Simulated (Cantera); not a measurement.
Charge: 1 mol BN, 7.5 mol H2.

Method: chemical equilibrium by Gibbs-energy minimisation in Cantera with the NASA 1993 tables (ideal gas, pure condensed phases). Candidate condensed phases: B, BN; 15 gas species. Mutual solubility and eutectic melting of coexisting phases are not modelled. Rates play no part.

Stable condensed phases, one row left out:

```
T in °C \ P in Pa
               1     7.2      52     370    2700   19000  140000 1000000
   2402        A       A       A       A       B       B       B       C
   2252        A       A       A       B       B       B       C       C
   2177        A       A       A       B       B       B       C       C
   2102        A       A       B       B       B       B       C       D
   2027        A       A       B       B       B       C       C       D
   1952        A       B       B       B       B       C       C       D
   1877        A       B       B       B       C       C       C       D
   1802        B       B       B       B       C       C       D       D
   1727        B       B       B       C       C       C       D       D
   1652        B       B       B       C       C       C       D       D
   1577        B       B       C       C       C       D       D       D
   1502        B       C       C       C       C       D       D       D
   1427        C       C       C       C       D       D       D       D
```

A: gas only; B: B; C: B + BN; D: BN.

Give the row for 2327 °C.

1: gas only; 7.2: gas only; 52: gas only; 370: B; 2700: B; 19000: B; 140000: B; 1000000: B + BN.
